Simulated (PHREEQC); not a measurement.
Leach liquor (model solution)

A solution holds 78 mmol/kgw H2SO4, 0.25 mmol/kgw FeSO4 and 0.059 mmol/kgw MgSO4, at 25 °C. Closed to the air; pH follows from the charge balance.

Computed with PHREEQC (ion-association model, wateq4f.dat).

Each row changes one thing in this solution. This is a speciation only: nothing precipitates in the calculation.

| case | pH | ionic strength (mol/kgw) | HSO4- (mol/kgw) | SO4-2 (mol/kgw) |
|---|---|---|---|---|
| as made | 1.11 | 0.113 | 0.0609 | 0.0173 |
| MgSO4 left out | 1.11 | 0.113 | 0.0609 | 0.0172 |
| MgSO4 from 5.9e-05 to 1.18e-05 mol/kgw | 1.11 | 0.113 | 0.0609 | 0.0172 |
| diluted 2-fold with water | 1.37 | 0.0634 | ? | ? |
| FeSO4 replaced by Fe2(SO4)3 at the same molality | 1.11 | 0.113 | 0.0610 | 0.0173 |
| H2SO4 from 0.078 to 0.78 mol/kgw | 0.21 | 0.875 | ? | 0.0472 |

Task: Some entries are withheld; supply them.

Result: 
- diluted 2-fold with water, HSO4- (mol/kgw): 0.0270
- diluted 2-fold with water, SO4-2 (mol/kgw): 0.0121
- H2SO4 from 0.078 to 0.78 mol/kgw, HSO4- (mol/kgw): 0.733

The ionic strength passes 0.7 mol/kgw, the rough limit of the ion-association models, in H2SO4 from 0.078 to 0.78 mol/kgw.
